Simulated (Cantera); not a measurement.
A diamond (100) surface in a fixed gas of H2 with x(CH4) = 0.0059, x(CH3) = 0.0013, at 1198 K, 0.0180 bar; coverages are run to steady state.

Model: the Harris–Goodwin 1993 mechanism for the reconstructed diamond (100) surface, integrated in Cantera.

One state of this run: growth (µm/h) = 1.30; θ c6HH = 0.464; θ c6H* = 0.0359; θ c6*H = 0.462; θ c6** = 0.0162; θ c6HM = 0.00723. θ: site fractions in the mechanism's names (c6HH fully hydrogenated, c6H* and c6*H radical sites, c6** diradical, c6HM methylated).

### Question
Which value of x(H) does it belong to?
A. 0.00079
B. 0.0001
C. 0.0063
D. 0.025

### Answer
A, 0.00079
